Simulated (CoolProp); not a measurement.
Values from CoolProp's reference Helmholtz-energy equation of state, Thol 2015.

Task: For octamethylcyclotetrasiloxane (D4), give the phase and the density (kg/m³), speed of sound (m/s) at 189.05 °C and 1.02 bar; 189.05 °C and 23.7 bar; 189.05 °C and 67.4 bar.

Result: 
- 189.05 °C and 1.02 bar: gas; density 8.46, speed of sound 107
- 189.05 °C and 23.7 bar: liquid; density 759, speed of sound 467
- 189.05 °C and 67.4 bar: liquid; density 779, speed of sound 532
